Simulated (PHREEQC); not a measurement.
Model water analysis in mg/L, 25 °C, pH 6.28, pe 8.8: Na 0.0224; K 0.000955; Ca 0.0135; Mg 0.00134; Cl 0.0046; S(6) as SO4 0.0131; Alkalinity as HCO3 0.0855; Zn 0.000546; Sr 0.00042; Si as SiO2 0.000356; Br 3.48e-05; Ba 3.52e-05.

Valence states are taken as typed.

All values are PHREEQC results (ion-association model, wateq4f.dat), not measurements.

| quantity | before | after |
|---|---|---|
| ionic strength (mol/kgw) | 2.87e-6 | 5.22e-6 |
| CO2 (mol/kgw) | 2.25e-6 | 3.89e-6 |
| HCO3- (mol/kgw) | 1.91e-6 | 3.31e-6 |
| CO3-2 (mol/kgw) | 1.72e-10 | 2.98e-10 |
| SI of Quartz (SiO2) | -4.25 | -3.95 |

Task: Name the change that produced these shifts.
(A) Ca from 0.0135 to 0.027 mg/L
(B) Br from 3.48e-05 to 1.74e-05 mg/L
(C) pH from 6.28 to 5.5 at the same alkalinity
(D) all concentrations times 2 at the same typed pH

Result: D, all concentrations times 2 at the same typed pH

No solid was allowed to form.
